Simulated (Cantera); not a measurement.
## Ignition delay

Mixture: C3H8 : O2 : N2 : CO2 = 1 : 4.17 : 18.3 : 0.49 (molar parts), equivalence ratio 1.2, at 5.00 bar, adiabatic and at constant pressure. Ignition delay is the time to a rise of 400 K.

Cantera simulation using GRI-Mech 3.0 (53 species, 325 reactions); the numbers are that mechanism's predictions, not measurements. GRI-Mech 3.0 was tuned for natural gas; its chemistry of propane as a main component is partial and can be far from experiment.

```
T0 (K)  delay (ms)
------  ----------
1225          1.91
1325         0.338
1425        0.0814
1525        0.0266
1625        0.0113
1725       0.00586
1825       0.00355
```

| Quantity | Result |
|---|---|
| apparent activation energy between 1625 and 1825 K | 140 kJ/mol |
